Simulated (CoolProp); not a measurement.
Computed with CoolProp (reference Helmholtz-energy equation of state, Gao 2016).

Problem. Give the vapour pressure (MPa), vapour density (kg/m³), enthalpy of vaporisation (kJ/kg), liquid cp (kJ/(kg K)) of saturated sulfur dioxide at 72.15 °C.

Solution. 
```
T (°C)  p (MPa)  vapour density (kg/m³)  enthalpy of vaporisation (kJ/kg)  liquid cp (kJ/(kg K))
------  -------  ----------------------  --------------------------------  ---------------------
72.15      1.50                    40.1                               301                   1.52
```
